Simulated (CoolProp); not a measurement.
Vapour-liquid equilibrium of isohexane (1) + n-hexane (2) at 314.7 K; x and y are mole fractions of (1).

Values from CoolProp's multi-fluid Helmholtz-energy mixture model, Lemmon 2006 and Thol 2019; pair parameters Bell 2016.

```
x     bubble pressure (bar)  y at the bubble point  dew pressure at overall composition x (bar)  liquid density (mol/L)
----  ---------------------  ---------------------  -------------------------------------------  ----------------------
0.05                 0.4033                  0.068                                       0.4012                   7.417
0.2                  0.4263                  0.256                                       0.4193                   7.405
0.35                 0.4487                  0.423                                       0.4387                   7.393
0.5                  0.4705                  0.575                                          ___                   7.381
0.65                 0.4913                  0.712                                       0.4818                     ___
0.8                  0.5114                  0.840                                       0.5050                   7.359
0.95                 0.5305                    ___                                       0.5288                   7.350
```

Question: Some entries are withheld; supply them.

Answer: 
- 0.5, dew pressure at overall composition x (bar): 0.4596
- 0.65, liquid density (mol/L): 7.370
- 0.95, y at the bubble point: 0.961

No azeotrope shows between x = 0.05 and 0.95.

The pair parameters rest on a limited set of measurements; away from them the model extrapolates.
